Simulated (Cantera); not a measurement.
Hydrocarbon pyrolysis for carbon deposition

A perfectly stirred reactor is fed with CH4 : H2 = 1 : 23 (molar parts), at 0.0975 Torr; it is held at 1875 K, and followed from long to short residence time.

Model: GRI-Mech 3.0 (53 species, 325 reactions), integrated in Cantera. GRI-Mech 3.0 stops at C3 and has no aromatics, soot or wall deposition, so with more carbon than oxygen in the feed, carbon stays in small species such as C2H2 where larger ones or solid carbon would form. Radical loss at walls, strong at low pressure, is not modelled.

```csv
τ (s),x CH4,x H2,x CH2,x C2H2,x C2H4,x C2H,x H
5.0,0.0258,0.963,4.81e-6,0.00669,0.000101,2.55e-7,0.00310
2.6,0.0324,0.960,3.88e-6,0.00349,0.000122,1.06e-7,0.00247
1.3,0.0379,0.958,2.17e-6,0.00106,0.000101,2.17e-8,0.00166
0.68,0.0403,0.958,8.12e-7,0.000185,4.88e-5,2.16e-9,0.000944
0.35,0.0412,0.958,2.35e-7,2.02e-5,1.44e-5,1.22e-10,0.000488
0.18,0.0414,0.958,6.42e-8,1.77e-6,3.07e-6,5.48e-12,0.000250
0.093,0.0415,0.958,1.73e-8,1.39e-7,5.36e-7,<1e-12,0.000129
0.048,0.0416,0.958,4.56e-9,1.02e-8,8.26e-8,<1e-12,6.66e-5
0.025,0.0416,0.958,1.20e-9,7.51e-10,1.22e-8,<1e-12,3.46e-5
0.013,0.0417,0.958,3.07e-10,5.35e-11,1.71e-9,<1e-12,1.79e-5
0.0066,0.0417,0.958,7.22e-11,3.34e-12,2.13e-10,<1e-12,9.06e-6
```
x: mole fraction; the columns are a selection and need not sum to one.
